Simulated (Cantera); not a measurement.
Feed: 1 mol CaO, 2.2 mol NF3, 21 mol N2, equilibrated at 1673 K and 1330 Pa.

Cantera equilibrium calculation (NASA polynomials, part measured and part estimated; ideal gas, pure solids and liquids). Candidate condensed phases: Ca, CaF2, CaO; 22 gas species. Kinetics and transport are ignored.

Base state: N2 0.809, F 0.168, O2 0.0179, CaF2 0.00423, NO 0.000773, O 3.87e-5, F2 1.27e-5 (mole fractions); condensed: CaF2(s).

Q: What changes in the equilibrium state with this change: temperature from 1673 K to 1850 K?

A: 
```csv
species,before,after
N2,0.809,0.783
F,0.168,0.163
CaF2,0.00423,0.0355
O2,0.0179,0.0169
O,3.87e-5,0.000217
F2,1.27e-5,3.75e-6
NO,0.000773,0.00139
"CaF2(s), mol",0.884,0
```
